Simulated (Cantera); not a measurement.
Charge: 1 mol SiH2Cl2, 0.46 mol HCl, 2.9 mol H2, at 1725 K and 0.160 bar.

Equilibrium computed with Cantera from the NASA thermochemical tables; the gas is ideal and each condensed phase is pure. Candidate condensed phases: Si; 19 gas species. The tables' values for SiCl3, SiCl are old estimates; treat these amounts as uncertain. Gases not in the tables: Si2H6 and higher silanes. Rates play no part.

Base state: H2 0.692, HCl 0.164, SiCl2 0.134, SiCl3 0.00756, SiCl4 0.000795, SiHCl3 0.000694, H 0.000386, SiH2Cl2 0.000107 (mole fractions); condensed: Si(l).

### Question
What changes in the equilibrium state with this change: temperature from 1725 K to 1000 K?

### Answer
```
species       before     after
----------  --------  --------
H2             0.692     0.847
SiCl4       0.000795    0.0985
SiHCl3      0.000694    0.0335
HCl            0.164    0.0175
SiCl2          0.134  0.000617
H           0.000386   5.22e-9
Cl           7.10e-5     <1e-9
SiCl         6.90e-5     <1e-9
SiH2         1.19e-5     <1e-9
SiH2Cl2     0.000107   0.00123
Si(l), mol     0.234         0
Si(s), mol         0     0.360
```
The tables' values for SiCl3 are old estimates; treat these amounts as uncertain.
